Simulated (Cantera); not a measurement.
Charge: 1 mol TiCl₄, a varied amount of CH₄, held at 1600 K and 53.0 Pa.

These are equilibrium values from Cantera (NASA tables, ideal gas, pure condensed phases), not measurements of a reactor. Candidate condensed phases: C, C₆H₆, C₇H₈, C₈H₁₈, Ti, TiC, TiCl₂, TiCl₃, TiCl₄; 96 gas species. TiC: taken at fixed stoichiometry. Rates play no part.

Question: What share of the Ti ends up in condensed phases as a function of n(CH₄) (mol), at 0.77, 1, 1.2, 1.5, 1.7, 1.9, 2.2, 2.4, 2.6, 2.9, 3.1, 3.3?

Answer: 
```tsv
n(CH₄) (mol)	Ti condensed (%)	as
0.77	54.1	TiC(s)
1	70.4	TiC(s)
1.2	80.5	TiC(s)
1.5	89.3	TiC(s)
1.7	92.5	TiC(s)
1.9	94.5	TiC(s)
2.2	96.3	TiC(s)
2.4	97.1	TiC(s)
2.6	97.6	TiC(s)
2.9	98.2	TiC(s)
3.1	98.5	TiC(s)
3.3	98.7	TiC(s)
```
